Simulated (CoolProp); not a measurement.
trans-2-butene along the isotherm 489.8 K: fugacity coefficient from the reference equation and from simpler models built on Tc = 428.6 K, pc = 4.019 MPa, ω = 0.210; each cubic takes its own stable root.

The numbers come from the reference Helmholtz-energy equation of state, Lemmon 2005 in CoolProp. It is a short technical equation, of lower accuracy than the large ones.

```tsv
p (MPa)	phase	reference
5.02	supercritical	0.7395
10	supercritical	0.5399
15.1	supercritical	0.4397
20.1	supercritical	0.3933
25.1	supercritical	0.3703
30.1	supercritical	0.3601
35.2	supercritical	0.3582
40.2	supercritical	0.3621
```

Problem. How far does each simpler model (van der Waals, Redlich-Kwong, Soave-Redlich-Kwong, Peng-Robinson) lie from the reference over these 8 states: mean and median of the absolute difference, and the worst?

Solution. 
- van der Waals: mean 12.3 %, median 10.5 %, worst +30.1 % at 489.8 K and 40.2 MPa
- Redlich-Kwong: mean 2.8 %, median 2.7 %, worst +5.6 % at 489.8 K and 40.2 MPa
- Soave-Redlich-Kwong: mean 10.1 %, median 11.2 %, worst +15.7 % at 489.8 K and 40.2 MPa
- Peng-Robinson: mean 0.7 %, median 0.4 %, worst -2.2 % at 489.8 K and 5.02 MPa
